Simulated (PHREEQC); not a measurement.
A solution holds 120 mmol/kgw HF, 2.9 mmol/kgw (CH3)4NF and 0.19 mmol/kgw H4SiO4, at 25 °C. Closed to the air; pH follows from the charge balance.

All values are PHREEQC results (ion-association model, wateq4f.dat), not measurements.

Precipitation was switched off in this run.

Q: Estimate the pH, ionic strength.

A: pH 2.14; ionic strength 0.0110 mol/kgw.

Q: In which forms is F present?

A: HF 63 %, H2F2 26 %, F- 6.5 %, HF2- 3.9 %, SiF6-2 0.9 % of the F.

Complexes and solids missing from the database can't appear. (CH3)4N+ isn't in the database: it is added as a free cation with an ion size of 4 Å. wateq4f.dat counts part of the HF as a dimer, H2F2, which phreeqc.dat doesn't know; its constant is uncertain. SiF6-2 is the database's only silicon fluoride.
